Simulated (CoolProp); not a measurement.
Vapour-liquid equilibrium of R143a (1) + R236FA (2) at 15.3 kPa; x and y are mole fractions of (1).

Values from CoolProp's multi-fluid Helmholtz-energy mixture model, Lemmon and Jacobsen 2000 and Pan 2012; pair parameters Bell 2016.

```csv
x,"bubble temperature, mixture model (K)","bubble temperature, Raoult's law (K)","y, mixture model","y, Raoult's law"
0.05,228.3,227.6,0.324,0.358
0.15,219.7,218.5,0.660,0.690
0.25,213.3,212.3,0.811,0.827
0.35,208.5,207.7,0.888,0.895
0.45,204.7,204.1,0.931,0.934
0.55,201.6,201.3,0.957,0.958
0.65,199.1,198.9,0.973,0.974
0.75,196.9,196.8,0.984,0.984
0.85,195.1,195.0,0.992,0.992
0.95,193.5,193.5,0.998,0.998
```

The largest gap from Raoult's law is +1.2 K in bubble temperature, at x = 0.15. No azeotrope shows between x = 0.05 and 0.95.

Pair parameters are fitted to limited data, so mixtures are less certain than the pure fluids.
